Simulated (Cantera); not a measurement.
Feed: 1 mol CO, 2.7 mol NH3, 1.8 mol H2, 0.17 mol CO2, at 902 °C and 1.33 mbar.

Equilibrium computed with Cantera from the NASA thermochemical tables; the gas is ideal and each condensed phase is pure. Candidate condensed phases: C, C6H6, C7H8, C8H18, H2O; 136 gas species. Equilibrium is a limit: real reactors are often held back by kinetics, nucleation or transport.

Base state: H2 0.681, N2 0.161, CO 0.137, H2O 0.0176, CO2 0.00276 (mole fractions); condensed: gas only.

What changes in the equilibrium state with this change: CO replaced by CH4?


```json
[
 {"species": "H2", "before": "0.681", "after": "0.823"},
 {"species": "N2", "before": "0.161", "after": "0.142"},
 {"species": "CO", "before": "0.137", "after": "0.0356"},
 {"species": "H2O", "before": "0.0176", "after": "1.36e-6"},
 {"species": "CO2", "before": "0.00276", "after": "4.59e-8"},
 {"species": "CH4", "before": "2.91e-9", "after": "1.73e-5"},
 {"species": "HCN", "before": "4.58e-9", "after": "1.92e-5"},
 {"species": "C(graphite), mol", "before": "0", "after": "0.830"}
]
```

What changes in the equilibrium state with this change: temperature from 902 °C to 1352 °C?


```
species   before    after
-------  -------  -------
H2         0.681    0.679
N2         0.161    0.161
CO         0.137    0.138
H        2.77e-6  0.00159
CO2      0.00276  0.00125
H2O       0.0176   0.0190
```
